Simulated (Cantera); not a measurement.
A closed system holds: 1 mol CaCO3, a varied amount of H2, held at 1150 °C and 5.40 bar.

Method: chemical equilibrium by Gibbs-energy minimisation in Cantera with the NASA 1993 tables (ideal gas, pure condensed phases). Candidate condensed phases: C, C6H6, C7H8, C8H18, Ca, CaCO3, CaO, Ca(OH)2, H2O; 115 gas species. Rates play no part.

x: gas mole fraction; n: condensed amount in mol.

```csv
n(H2) (mol),x CO2,x H2,x H2O,x CO,x CH4,n CaO(s)
0.042,0.920,0.000750,0.0396,0.0396,<1e-12,1.00
0.078,0.858,0.00251,0.0698,0.0698,5.40e-12,1.00
0.15,(withheld),(withheld),(withheld),(withheld),(withheld),1.00
0.27,0.600,0.0257,0.187,0.187,5.79e-9,1.00
0.5,0.407,0.0733,0.260,0.260,1.35e-7,1.00
0.93,(withheld),(withheld),0.300,0.300,(withheld),1.00
1.7,0.0947,0.354,0.276,0.276,1.52e-5,1.00
3.2,0.0332,0.557,0.205,0.205,5.91e-5,1.00
```

Some entries are withheld; supply them.


- 0.15, x CO2: 0.748
- 0.15, x H2: 0.00874
- 0.15, x H2O: 0.122
- 0.15, x CO: 0.122
- 0.15, x CH4: 2.28e-10
- 0.93, x CO2: 0.218
- 0.93, x H2: 0.182
- 0.93, x CH4: 2.06e-6
